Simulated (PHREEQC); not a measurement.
Dissolve 160 mmol/kgw H2SO4 and 5.1 mmol/kgw CuSO4 at 25 °C. Closed to the air; pH follows from the charge balance.

All values are PHREEQC results (ion-association model, phreeqc.dat), not measurements.

Precipitation was switched off in this run.

Q: Order these S species by the share of S that they hold, largest first: SO4-2, CuSO4, HSO4-.

A: HSO4- (83 %), SO4-2 (16 %), CuSO4 (0.96 %)

The pH is 0.84 and the ionic strength 0.218 mol/kgw.
